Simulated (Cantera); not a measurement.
# Silicon epitaxy and polysilicon growth: Si2Cl6 + HCl + H2

Input: 1 mol Si2Cl6, 0.034 mol HCl, 11 mol H2, at 80.0 mbar.

Cantera equilibrium calculation (NASA polynomials, part measured and part estimated; ideal gas, pure solids and liquids). Candidate condensed phases: Si; 19 gas species. The feed counts by its element totals alone. The tables' values for SiCl3 are old estimates; treat these amounts as uncertain. Equilibrium is a limit: real reactors are often held back by kinetics, nucleation or transport.

```
T (°C)  log p H2  log p HCl  log p SiCl4  log p SiCl2  log p SiHCl3  log p SiCl3  log p SiH2Cl2  n Si(s)
------  --------  ---------  -----------  -----------  ------------  -----------  -------------  -------
727        -1.16      -2.78        -2.13        -4.17         -2.66        -3.84          -4.17    0.455
752        -1.17      -2.69        -2.14        -3.97         -2.67        -3.71          -4.17    0.466
777        -1.17      -2.61        -2.15        -3.79         -2.69        -3.59          -4.17    0.478
802        -1.17      -2.54        -2.16        -3.61         -2.70        -3.48          -4.17    0.490
827        -1.17      -2.46        -2.17        -3.44         -2.71        -3.38          -4.18    0.501
852        -1.18      -2.40        -2.19        -3.29         -2.73        -3.28          -4.18    0.511
877        -1.18      -2.33        -2.21        -3.14         -2.75        -3.20          -4.20    0.519
902        -1.18      -2.27        -2.24        -3.00         -2.78        -3.12          -4.21    0.523
927        -1.19      -2.22        -2.27        -2.88         -2.81        -3.05          -4.23    0.524
952        -1.19      -2.17        -2.31        -2.76         -2.84        -2.98          -4.25    0.519
977        -1.20      -2.12        -2.36        -2.65         -2.88        -2.93          -4.27    0.509
1002       -1.20      -2.08        -2.41        -2.55         -2.93        -2.89          -4.30    0.493
1027       -1.21      -2.05        -2.48        -2.46         -2.98        -2.86          -4.34    0.470
1052       -1.21      -2.02        -2.56        -2.38         -3.04        -2.83          -4.38    0.443
```
log p: log10 of the partial pressure in bar; n: condensed amount in mol.

From 727 °C to 1052 °C the condensed part is Si(s). The main Si-bearing gas is SiCl4 at 727 °C and SiCl2 at 1052 °C.
